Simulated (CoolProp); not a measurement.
Saturation properties of tetrahydrofuran.

Model: reference Helmholtz-energy equation of state, Fiedler 2023, in CoolProp.

```tsv
T (°C)	p (MPa)	vapour density (kg/m³)	enthalpy of vaporisation (kJ/kg)	liquid cp (kJ/(kg K))
-3.25	0.005357	0.1726	465.4	1.629
12.15	0.01194	0.3649	454.7	1.679
27.45	0.02406	0.7008	444.0	1.733
42.85	0.04496	1.253	433.1	1.791
58.25	0.07847	2.102	422.0	1.852
73.55	0.1289	3.337	410.6	1.916
88.95	0.2024	5.086	398.6	1.983
104.35	0.3046	7.471	386.0	2.053
119.65	0.4411	10.62	372.6	2.125
135.05	0.6209	14.76	358.2	2.203
150.45	0.8507	20.10	342.5	2.286
165.85	1.139	26.95	325.3	2.378
181.15	1.491	35.65	306.3	2.483
```

It boils at 65.9 °C under 1 atm.
